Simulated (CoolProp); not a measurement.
Vapour-liquid equilibrium of acetone (1) + cyclohexane (2) at 2.93 bar; x and y are mole fractions of (1).

Model: multi-fluid Helmholtz-energy mixture model, Lemmon 2006 and Zhou 2014; pair parameters Bell 2016, in CoolProp.

```json
[
 {"x": "0.05", "bubble temperature, mixture model (°C)": "110.4", "bubble temperature, Raoult's law (°C)": "118.4", "y, mixture model": "0.240", "y, Raoult's law": "0.100"},
 {"x": "0.15", "bubble temperature, mixture model (°C)": "___", "bubble temperature, Raoult's law (°C)": "114.3", "y, mixture model": "0.457", "y, Raoult's law": "0.271"},
 {"x": "0.25", "bubble temperature, mixture model (°C)": "94.9", "bubble temperature, Raoult's law (°C)": "110.6", "y, mixture model": "0.549", "y, Raoult's law": "0.413"},
 {"x": "0.35", "bubble temperature, mixture model (°C)": "___", "bubble temperature, Raoult's law (°C)": "107.2", "y, mixture model": "___", "y, Raoult's law": "0.533"},
 {"x": "0.45", "bubble temperature, mixture model (°C)": "___", "bubble temperature, Raoult's law (°C)": "104.1", "y, mixture model": "0.638", "y, Raoult's law": "0.635"},
 {"x": "0.55", "bubble temperature, mixture model (°C)": "90.0", "bubble temperature, Raoult's law (°C)": "101.3", "y, mixture model": "___", "y, Raoult's law": "0.722"},
 {"x": "0.65", "bubble temperature, mixture model (°C)": "___", "bubble temperature, Raoult's law (°C)": "98.7", "y, mixture model": "0.712", "y, Raoult's law": "0.798"},
 {"x": "0.75", "bubble temperature, mixture model (°C)": "88.9", "bubble temperature, Raoult's law (°C)": "96.3", "y, mixture model": "0.762", "y, Raoult's law": "0.865"},
 {"x": "0.85", "bubble temperature, mixture model (°C)": "89.1", "bubble temperature, Raoult's law (°C)": "94.0", "y, mixture model": "___", "y, Raoult's law": "0.924"},
 {"x": "0.95", "bubble temperature, mixture model (°C)": "90.0", "bubble temperature, Raoult's law (°C)": "91.9", "y, mixture model": "___", "y, Raoult's law": "0.976"}
]
```

Task: Some entries are withheld; supply them.

Result: 
- 0.15, bubble temperature, mixture model (°C): 99.7
- 0.35, bubble temperature, mixture model (°C): 92.5
- 0.35, y, mixture model: 0.601
- 0.45, bubble temperature, mixture model (°C): 91.0
- 0.55, y, mixture model: 0.673
- 0.65, bubble temperature, mixture model (°C): 89.3
- 0.85, y, mixture model: 0.830
- 0.95, y, mixture model: 0.931

The largest gap from Raoult's law is -15.7 K in bubble temperature, at x = 0.25. y crosses x between x = 0.75 and 0.85: the model has an azeotrope there.

The pair parameters rest on a limited set of measurements; away from them the model extrapolates.
